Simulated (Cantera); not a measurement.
## Adiabatic ignition

An adiabatic, constant-volume homogeneous reactor starts with CH₄ : O₂ : N₂ = 1 : 1.54 : 5.78 (molar parts), equivalence ratio 1.3, at 1623 K and 1.00 bar.

Cantera simulation using GRI-Mech 3.0 (53 species, 325 reactions); the numbers are that mechanism's predictions, not measurements.

| t (s) | T (K) | P (bar) | x CH₄ | x O₂ | x O | x C₂H₄ | x HCN |
|---|---|---|---|---|---|---|---|
| 1.00e-6 | 1623 | 1.000 | 0.120 | 0.185 | 2.48e-8 | <1e-12 | <1e-12 |
| 3.98e-6 | 1623 | 1.000 | 0.120 | 0.185 | 3.15e-8 | 7.69e-11 | <1e-12 |
| 1.58e-5 | 1623 | 1.000 | 0.120 | 0.185 | 5.50e-8 | 9.34e-9 | <1e-12 |
| 6.31e-5 | 1623 | 1.000 | 0.120 | 0.185 | 2.10e-7 | 1.26e-6 | <1e-12 |
| 0.000251 | 1637 | 1.01 | 0.116 | 0.182 | 2.29e-6 | 0.000277 | 4.62e-12 |
| 0.00100 | 2970 | 2.01 | <1e-12 | 0.00717 | 0.00613 | <1e-12 | 1.86e-8 |
| 0.00398 | 2969 | 2.01 | <1e-12 | 0.00709 | 0.00607 | <1e-12 | 1.95e-8 |
| 0.0158 | 2969 | 2.01 | <1e-12 | 0.00709 | 0.00607 | <1e-12 | 1.95e-8 |
| 0.0631 | 2969 | 2.01 | <1e-12 | 0.00709 | 0.00607 | <1e-12 | 1.95e-8 |
| 0.251 | 2969 | 2.01 | <1e-12 | 0.00709 | 0.00607 | <1e-12 | 1.95e-8 |
| 1.00 | 2969 | 2.01 | <1e-12 | 0.00709 | 0.00607 | <1e-12 | 1.95e-8 |
x: mole fraction; the columns are a selection and need not sum to one.

| Item | Result |
|---|---|
| time of steepest temperature rise | 0.394 ms |
| temperature at 1.00 s | 2969 K |
| equilibrium temperature | 2969 K |
| x(CH₄) at 1.00 s | <1e-12 (gas-phase equilibrium <1e-12) |
| x(O₂) at 1.00 s | 0.00709 (gas-phase equilibrium 0.00709) |
| x(O) at 1.00 s | 0.00607 (gas-phase equilibrium 0.00607) |
